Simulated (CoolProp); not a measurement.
Computed with CoolProp (reference Helmholtz-energy equation of state, Bücker 2006).

Question: For isobutane, give the phase and the Prandtl number at 111.85 °C and 0.325 MPa; 195.35 °C and 0.0367 MPa.

Answer: 
- 111.85 °C and 0.325 MPa: gas; Prandtl number 0.749
- 195.35 °C and 0.0367 MPa: gas; Prandtl number 0.731

Viscosity comes from a separate model (Vogel 2000). Thermal conductivity comes from a separate model (Perkins 2002).
